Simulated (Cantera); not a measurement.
Cantera run:

```python
import numpy as np
import cantera as ct

gas_names = """
    H H2 N NH NH2 NH3 N2 N2H2 N2H4 Si SiH SiH2 SiH3 SiH4 SiN Si2 Si2N Si3
""".split()
cond_names = """
    Si(cr) Si(L) Si3N4(a)
""".split()


# ... load() reads the species with a 1 bar reference pressure and builds the phases ...
atoms = {
    'trisilylamine': {'Si': 3, 'N': 1, 'H': 9},
    'N2': {'N': 2},
}
top_T = {'Si3N4(a)': 2400}  # K; cautious upper limits of use, not melting points


# ... equilibrate(T, P, feed) seeds the gas with the atoms and calls Mixture.equilibrate('TP', solver="vcs", rtol=1e-11, max_steps=5000) ...
results = []
feed = {'trisilylamine': 1, 'N2': 93}  # mol
P = 320  # Pa
for T in [1373, 1473, 1573, 1673, 1773, 1873, 1973]:
    mix = equilibrate(T, P, feed)
    results.append((T, P, feed, dict(zip(mix.species_names, mix.species_moles))))

top = {s: max(r[3][s] / sum(r[3][g] for g in gas_names) for r in results) for s in gas_names}
cols = sorted((s for s in top if top[s] > 0.001), key=lambda s: -top[s])[:5]
seen = [c for c in cond_names if any(r[3].get(c, 0) > 1e-12 for r in results)]
print("log10 of partial pressures in bar; condensed amounts in mol")
print(f"{'T/K':>10s}" + "".join(f"{s[:9]:>10s}" for s in cols + seen))
for T, P, feed, n in results:
    ng = sum(n[g] for g in gas_names)
    print(f"{T:10.4g}" + "".join(f"{np.log10(max(n[s] / ng * P / 1e5, 1e-99)):10.3f}" for s in cols)
          + "".join(f"{n.get(c, 0):10.4g}" for c in seen))
```

Output:

```
log10 of partial pressures in bar; condensed amounts in mol
       T/K        N2        H2        Si         H     Si(L)  Si3N4(a)
      1373    -2.516    -3.824   -11.409    -7.390         0         1
      1473    -2.516    -3.824    -9.624    -6.810         0         1
      1573    -2.516    -3.825    -8.069    -6.303         0    0.9999
      1673    -2.516    -3.826    -6.703    -5.857         0    0.9978
      1773    -2.516    -3.839    -5.672    -5.465     2.925         0
      1873    -2.517    -3.846    -5.055    -5.113     2.699         0
      1973    -2.521    -3.863    -4.501    -4.801     1.932         0
```

Equilibrium computed with Cantera from the NASA thermochemical tables; the gas is ideal and each condensed phase is pure. The feed counts by its element totals alone. The tables' values for SiN are old estimates; treat these amounts as uncertain.
